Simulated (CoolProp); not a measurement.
Vapour-liquid equilibrium of R125 (1) + R236FA (2) at 2.71 bar; x and y are mole fractions of (1).

The numbers come from the multi-fluid Helmholtz-energy mixture model, Lemmon 2005 and Pan 2012; pair parameters Bell 2016 in CoolProp.

| x | bubble temperature (°C) | y at the bubble point | dew temperature at overall composition x (°C) | liquid density (mol/L) |
|---|---|---|---|---|
| 0.05 | 19.8 | 0.188 | 23.6 | 9.127 |
| 0.125 | 13.0 | 0.401 | 21.6 | 9.386 |
| 0.2 | 7.1 | 0.553 | 19.4 | 9.632 |
| 0.275 | 2.0 | 0.664 | 17.2 | 9.867 |
| 0.35 | -2.5 | 0.746 | 14.7 | 10.09 |
| 0.425 | -6.4 | 0.807 | 12.1 | 10.31 |
| 0.5 | -9.8 | 0.854 | 9.3 | 10.53 |
| 0.575 | -12.9 | 0.891 | 6.2 | 10.74 |
| 0.65 | -15.6 | 0.920 | 2.7 | 10.95 |
| 0.725 | -18.1 | 0.943 | -1.3 | 11.16 |
| 0.8 | -20.4 | 0.963 | -5.9 | 11.36 |
| 0.875 | -22.5 | 0.979 | -11.5 | 11.57 |
| 0.95 | -24.5 | 0.992 | -18.9 | 11.77 |

No azeotrope shows between x = 0.05 and 0.95.

Pair parameters are fitted to limited data, so mixtures are less certain than the pure fluids.
